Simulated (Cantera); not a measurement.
A closed system holds: 1 mol toluene, 8.9 mol H2, equilibrated at 277 °C and 1.33 mbar.

Method: chemical equilibrium by Gibbs-energy minimisation in Cantera with the NASA 1993 tables (ideal gas, pure condensed phases). Candidate condensed phases: C, C6H6, C7H8, C8H18; 76 gas species. The numbers say what is thermodynamically allowed, not how fast it happens.

Base state: H2 0.713, CH4 0.287 (mole fractions); condensed: C(graphite).

What changes in the equilibrium state with this change: temperature from 277 °C to 2750 °C?


```tsv
species	before	after
H	<1e-9	0.858
C3	<1e-9	0.0637
H2	0.713	0.0342
CH4	0.287	<1e-9
C	<1e-9	0.0282
C2	<1e-9	0.0109
C2H	<1e-9	0.00362
C2H2 (acetylene)	<1e-9	0.000812
C5	<1e-9	0.000446
C(graphite), mol	4.12	0
```

What changes in the equilibrium state with this change: toluene replaced by CO?


```
species           before     after
----------------  ------  --------
H2                 0.713     0.752
CH4                0.287     0.124
H2O                    0     0.122
CO2                    0   0.00188
CO                     0  0.000200
C(graphite), mol    4.12         0
```
Further candidate phases: H2O.
